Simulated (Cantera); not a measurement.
Cantera run:

```python
import numpy as np
import cantera as ct

gas_names = """
    B BH BH2 BH3 BN B2 H H2 N NH NH2 NH3 N2 N2H2 N2H4
""".split()
cond_names = """
    B(b) B(L) BN(s)
""".split()


# ... load() reads the species with a 1 bar reference pressure and builds the phases ...
atoms = {
    'borazine': {'B': 3, 'N': 3, 'H': 6},
    'N2': {'N': 2},
}
top_T = {'BN(s)': 3200}  # K; cautious upper limits of use, not melting points


# ... equilibrate(T, P, feed) seeds the gas with the atoms and calls Mixture.equilibrate('TP', solver="vcs", rtol=1e-11, max_steps=5000) ...
results = []
feed = {'borazine': 1, 'N2': 9.9}  # mol
for P in [10, 25, 63, 160, 400, 1000, 2500, 6300, 16000, 40000, 100000]:
    for T in [1775, 1825, 1875, 1925, 1975, 2025, 2075, 2125, 2175, 2225, 2275]:
        mix = equilibrate(T, P, feed)
        results.append((T, P, feed, dict(zip(mix.species_names, mix.species_moles))))

for T, P, feed, n in results:
    print(f"{T:7g} {P:10.4g}  " + (" + ".join(c for c in cond_names if n.get(c, 0) > 1e-12) or "gas only"))
```

Result:

```
   1775         10  BN(s)
   1825         10  BN(s)
   1875         10  BN(s)
   1925         10  BN(s)
   1975         10  B(b)
   2025         10  B(b)
   2075         10  B(b)
   2125         10  B(b)
   2175         10  B(b)
   2225         10  B(b)
   2275         10  B(b)
   1775         25  BN(s)
   1825         25  BN(s)
   1875         25  BN(s)
   1925         25  BN(s)
   1975         25  BN(s)
   2025         25  BN(s)
   2075         25  B(b)
   2125         25  B(b)
   2175         25  B(b)
   2225         25  B(b)
   2275         25  B(b)
   1775         63  BN(s)
   1825         63  BN(s)
   1875         63  BN(s)
   1925         63  BN(s)
   1975         63  BN(s)
   2025         63  BN(s)
   2075         63  BN(s)
   2125         63  B(b)
   2175         63  B(b)
   2225         63  B(b)
   2275         63  B(b)
   1775        160  BN(s)
   1825        160  BN(s)
   1875        160  BN(s)
   1925        160  BN(s)
   1975        160  BN(s)
   2025        160  BN(s)
   2075        160  BN(s)
   2125        160  BN(s)
   2175        160  B(b)
   2225        160  B(b)
   2275        160  B(b)
   1775        400  BN(s)
   1825        400  BN(s)
   1875        400  BN(s)
   1925        400  BN(s)
   1975        400  BN(s)
   2025        400  BN(s)
   2075        400  BN(s)
   2125        400  BN(s)
   2175        400  BN(s)
   2225        400  BN(s)
   2275        400  B(b)
   1775       1000  BN(s)
   1825       1000  BN(s)
   1875       1000  BN(s)
   1925       1000  BN(s)
   1975       1000  BN(s)
   2025       1000  BN(s)
   2075       1000  BN(s)
   2125       1000  BN(s)
   2175       1000  BN(s)
   2225       1000  BN(s)
   2275       1000  BN(s)
   1775       2500  BN(s)
   1825       2500  BN(s)
   1875       2500  BN(s)
   1925       2500  BN(s)
   1975       2500  BN(s)
   2025       2500  BN(s)
   2075       2500  BN(s)
   2125       2500  BN(s)
   2175       2500  BN(s)
   2225       2500  BN(s)
   2275       2500  BN(s)
   1775       6300  BN(s)
   1825       6300  BN(s)
   1875       6300  BN(s)
   1925       6300  BN(s)
   1975       6300  BN(s)
   2025       6300  BN(s)
   2075       6300  BN(s)
   2125       6300  BN(s)
   2175       6300  BN(s)
   2225       6300  BN(s)
   2275       6300  BN(s)
   1775    1.6e+04  BN(s)
   1825    1.6e+04  BN(s)
   1875    1.6e+04  BN(s)
   1925    1.6e+04  BN(s)
   1975    1.6e+04  BN(s)
   2025    1.6e+04  BN(s)
   2075    1.6e+04  BN(s)
   2125    1.6e+04  BN(s)
   2175    1.6e+04  BN(s)
   2225    1.6e+04  BN(s)
   2275    1.6e+04  BN(s)
   1775      4e+04  BN(s)
   1825      4e+04  BN(s)
   1875      4e+04  BN(s)
   1925      4e+04  BN(s)
   1975      4e+04  BN(s)
   2025      4e+04  BN(s)
   2075      4e+04  BN(s)
   2125      4e+04  BN(s)
   2175      4e+04  BN(s)
   2225      4e+04  BN(s)
   2275      4e+04  BN(s)
   1775      1e+05  BN(s)
   1825      1e+05  BN(s)
   1875      1e+05  BN(s)
   1925      1e+05  BN(s)
   1975      1e+05  BN(s)
   2025      1e+05  BN(s)
   2075      1e+05  BN(s)
   2125      1e+05  BN(s)
   2175      1e+05  BN(s)
   2225      1e+05  BN(s)
   2275      1e+05  BN(s)
```

Equilibrium computed with Cantera from the NASA thermochemical tables; the gas is ideal and each condensed phase is pure. The feed counts by its element totals alone.
